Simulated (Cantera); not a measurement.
## Transport properties of process gases

Gas mixture: C₂H₆ : C₃H₈ : C₂H₄ = 0.8 : 0.31 : 0.83 (molar parts), at 1130 Torr, frozen composition.

Cantera's kinetic-theory transport with the Lennard-Jones parameters of GRI-Mech 3.0, ideal gas; thermal conductivity in the multicomponent form. The composition is frozen, though it would react at the higher temperatures.

```json
[
 {"T (K)": "400", "ρ (kg/m³)": "1.42", "cp (J/kg/K)": "2049", "μ (µPa s)": "12.4", "λ (mW/m/K)": "33.7", "Pr": "0.756", "D (cm²/s) C₂H₂": "0.133", "D (cm²/s) O": "0.257", "D (cm²/s) H₂": "0.636"},
 {"T (K)": "550", "ρ (kg/m³)": "1.03", "cp (J/kg/K)": "2620", "μ (µPa s)": "16.5", "λ (mW/m/K)": "56.9", "Pr": "0.758", "D (cm²/s) C₂H₂": "0.240", "D (cm²/s) O": "0.449", "D (cm²/s) H₂": "1.10"},
 {"T (K)": "700", "ρ (kg/m³)": "0.811", "cp (J/kg/K)": "3092", "μ (µPa s)": "20.0", "λ (mW/m/K)": "81.8", "Pr": "0.758", "D (cm²/s) C₂H₂": "0.369", "D (cm²/s) O": "0.681", "D (cm²/s) H₂": "1.65"},
 {"T (K)": "850", "ρ (kg/m³)": "0.667", "cp (J/kg/K)": "3455", "μ (µPa s)": "23.3", "λ (mW/m/K)": "106", "Pr": "0.758", "D (cm²/s) C₂H₂": "0.519", "D (cm²/s) O": "0.948", "D (cm²/s) H₂": "2.29"},
 {"T (K)": "1000", "ρ (kg/m³)": "0.567", "cp (J/kg/K)": "3776", "μ (µPa s)": "26.2", "λ (mW/m/K)": "131", "Pr": "0.757", "D (cm²/s) C₂H₂": "0.688", "D (cm²/s) O": "1.25", "D (cm²/s) H₂": "3.00"},
 {"T (K)": "1150", "ρ (kg/m³)": "0.493", "cp (J/kg/K)": "4021", "μ (µPa s)": "29.0", "λ (mW/m/K)": "154", "Pr": "0.756", "D (cm²/s) C₂H₂": "0.874", "D (cm²/s) O": "1.58", "D (cm²/s) H₂": "3.79"},
 {"T (K)": "1300", "ρ (kg/m³)": "0.436", "cp (J/kg/K)": "4227", "μ (µPa s)": "31.6", "λ (mW/m/K)": "177", "Pr": "0.754", "D (cm²/s) C₂H₂": "1.08", "D (cm²/s) O": "1.94", "D (cm²/s) H₂": "4.64"},
 {"T (K)": "1450", "ρ (kg/m³)": "0.391", "cp (J/kg/K)": "4399", "μ (µPa s)": "34.1", "λ (mW/m/K)": "199", "Pr": "0.753", "D (cm²/s) C₂H₂": "1.30", "D (cm²/s) O": "2.32", "D (cm²/s) H₂": "5.56"}
]
```
D: mixture-averaged diffusion coefficient of that species in the mixture.
